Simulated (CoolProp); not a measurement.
A simple Rankine cycle with the fluoroketone C6F12O (FK-5-1-12): condensing at 318.15 K, boiler at 0.72 MPa, turbine inlet 395.7 K, turbine efficiency 0.6, pump efficiency 0.6, no recuperator. Each further row changes one setting.

Model: reference Helmholtz-energy equation of state, McLinden 2015, in CoolProp.

| case | thermal efficiency (%) | net work (kJ/kg) | heat in (kJ/kg) | turbine exit temperature (K) | volume ratio over the turbine |
|---|---|---|---|---|---|
| as stated | 7.0 | 10.6 | 151 | 374.2 | 10.1 |
| turbine inlet 415.7 K | 6.7 | 11.5 | 172 | 395.5 | 9.46 |
| condensing temperature 310.15 K | 7.6 | 12.2 | 160 | 372.1 | 13.6 |
| boiler pressure 0.504 MPa | 6.0 | 9.29 | 155 | 379.8 | 6.38 |
| turbine efficiency 0.5 | 5.8 | 8.69 | 151 | 376.2 | 10.1 |
